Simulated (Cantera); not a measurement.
Input: 1 mol BF₃, 4 mol O₂, 0.14 mol H₂, equilibrated at 1175 K and 66.0 Pa.

Equilibrium computed with Cantera from the NASA thermochemical tables; the gas is ideal and each condensed phase is pure. Candidate condensed phases: B, B₂O₃, B₃O₃H₃, H₂O; 43 gas species. Kinetics and transport are ignored.

Base state: O₂ 0.755, BF₃ 0.166, HF 0.0528, BOF 0.0253, H₂O 0.000456, B₃O₃F₃ 0.000343, HBO₂ 6.11e-5, BOF₂ 2.30e-5 (mole fractions); condensed: gas only.

Task: What changes in the equilibrium state with this change: temperature from 1175 K to 975 K?

Result: 
| species | before | after |
|---|---|---|
| O₂ | 0.755 | 0.768 |
| BF₃ | 0.166 | 0.171 |
| HF | 0.0528 | 0.0486 |
| BOF | 0.0253 | 0.00150 |
| B₃O₃F₃ | 0.000343 | 0.00759 |
| BOF₂ | 2.30e-5 | 2.88e-6 |
| H₂O | 0.000456 | 0.00305 |
| HBO₂ | 6.11e-5 | 2.17e-5 |

Task: What changes in the equilibrium state with this change: BF₃ replaced by B?

Result: 
```tsv
species	before	after
O₂	0.755	0.956
H₂O	0.000456	0.0398
HBO₂	6.11e-5	0.00449
BF₃	0.166	0
HF	0.0528	0
BOF	0.0253	0
B₃O₃F₃	0.000343	0
BOF₂	2.30e-5	0
OH	1.23e-6	1.22e-5
B₂O₃(l), mol	0	0.492
```
